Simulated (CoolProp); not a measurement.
Values from CoolProp's reference Helmholtz-energy equation of state, Bücker 2006.

Task: Give the vapour pressure (MPa), vapour density (kg/m³), liquid cp (kJ/(kg K)), surface tension (mN/m) of saturated ethane at 154.4, 169.3 K.

Result: 
```tsv
T (K)	p (MPa)	vapour density (kg/m³)	liquid cp (kJ/(kg K))	surface tension (mN/m)
154.4	0.0139	0.328	2.34	21.1
169.3	0.0409	0.889	2.38	18.6
```

Surface tension comes from a separate correlation (Mulero 2012).
